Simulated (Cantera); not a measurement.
Input: 1 mol CH4, 0.45 mol O2, 7.1 mol N2, 0.054 mol NH3, held at 7.30 bar.

These are equilibrium values from Cantera (NASA tables, ideal gas, pure condensed phases), not measurements of a reactor. Candidate condensed phases: C, C6H6, C7H8, C8H18, H2O; 169 gas species. Ions and electrons are included (thermal ionisation). Kinetics and transport are ignored.

x: gas mole fraction; n: condensed amount in mol.

```
T (K)   x N2       x H    x H2    x CO       x N  n C(graphite)
-----  -----  --------  ------  ------  --------  -------------
2000   0.702  0.000271   0.202  0.0890  2.80e-10         0.0362
2250   0.700   0.00123   0.200  0.0890   6.92e-9              0
2500   0.699         ?   0.198  0.0888         ?              0
2750   0.696    0.0112   0.194  0.0885   7.42e-7              0
3000   0.691    0.0252   0.186  0.0879   4.29e-6              0
3250   0.683    0.0492   0.171  0.0868   1.89e-5              0
3500   0.670    0.0847   0.150  0.0852   6.71e-5              0
3750   0.654     0.130   0.123  0.0832  0.000201              0
4000   0.636     0.180  0.0934  0.0808  0.000524              0
4250   0.618     0.228  0.0655  0.0786   0.00122              0
4500   0.603     0.266  0.0430  0.0767   0.00259              0
4750   0.591     0.292       ?  0.0752         ?              0
5000   0.582     0.309  0.0168  0.0739   0.00936              0
```

Complete the blanks.


- 4750, x H2: 0.0271
- 4750, x N: 0.00509
- 2500, x H: 0.00414
- 2500, x N: 9.04e-8
